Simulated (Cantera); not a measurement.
A closed system holds: 1 mol CH3F, a varied amount of HCl, 0.43 mol H2, held at 2450 K and 100 Torr.

Method: chemical equilibrium by Gibbs-energy minimisation in Cantera with the NASA 1993 tables (ideal gas, pure condensed phases). Candidate condensed phases: C, C6H6, C7H8, C8H18; 118 gas species. Kinetics and transport are ignored.

At 2.8 mol HCl, list the 4 most abundant gas species with their mole fractions, and the condensed phases.

HCl 0.481, H2 0.266, HF 0.185, Cl 0.0364. Condensed: C(graphite).
